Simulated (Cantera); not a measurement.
Standard-state values (1 bar) from the NASA 1993 polynomials, evaluated with Cantera. Values are per mole of reaction as written; species without (g) are pure solids or liquids, kept so even where they would boil at 1 bar.

### Question
Between 1798 and 2198 K, where is each reaction favourable under standard conditions?
- 6 NH3(g) + 4 Cr2O3 = 8 Cr + 9 H2O(g) + 3 N2O(g)

### Answer
- 6 NH3(g) + 4 Cr2O3 = 8 Cr + 9 H2O(g) + 3 N2O(g): ΔG° is 1049 kJ at 1798 K and 643 kJ at 2198 K; it stays positive (K < 1). ΔH° is 3028 kJ and ΔS° 1085 J/K at 2198 K.
